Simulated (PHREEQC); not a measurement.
**Spent oxide etchant: speciation**

A solution holds 0.0035 mol NH4HF2, 7.4e-05 mol (NH4)2SiF6, 0.0066 mol H3BO3 and 4.6e-05 mol HCl per kg of water, at 25 °C and 300 atm. Closed to the air; pH follows from the charge balance.

The numbers come from PHREEQC with the ion-association model, phreeqc.dat.

This is a speciation only: nothing precipitates in the calculation.

Task: Estimate the pH, ionic strength.

Result: pH 3.57; ionic strength 0.00397 mol/kgw.

Task: In which forms is Si present?

Result: H4SiO4 54 %, SiF6-2 46 % of the Si.

Under pressure, the constants of complexes without a molar volume in the database are unreliable. SiF6-2 is the database's only silicon fluoride. Real BF4- forms and hydrolyses slowly; the run takes it at equilibrium.
